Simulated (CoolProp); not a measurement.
R21 at several states: Z from the reference equation and from simpler models built on Tc = 452.7 K, pc = 52.89 bar, ω = 0.206; each cubic takes its own stable root.

Model: reference Helmholtz-energy equation of state, Platzer 1990, in CoolProp. This equation is an older, rougher fit; its heat capacities, sound speeds and derivatives of the liquid may be far off and weren't checked against measurements.

```csv
T (K),p (bar),phase,reference
289.2,213,liquid,0.6360
315.1,136,liquid,0.3919
344.3,0.219,gas,0.9963
420.2,2.8,gas,0.9764
378,164,liquid,0.4388
```

### Question
How far does each simpler model (van der Waals, Soave-Redlich-Kwong, Peng-Robinson) lie from the reference over these 5 states: mean and median of the absolute difference, and the worst?

### Answer
- van der Waals: mean 30.8 %, median 47.3 %, worst +53.3 % at 315.1 K and 136 bar
- Soave-Redlich-Kwong: mean 3.6 %, median 5.7 %, worst +6.3 % at 378 K and 164 bar
- Peng-Robinson: mean 3.5 %, median 5.5 %, worst -6.0 % at 315.1 K and 136 bar
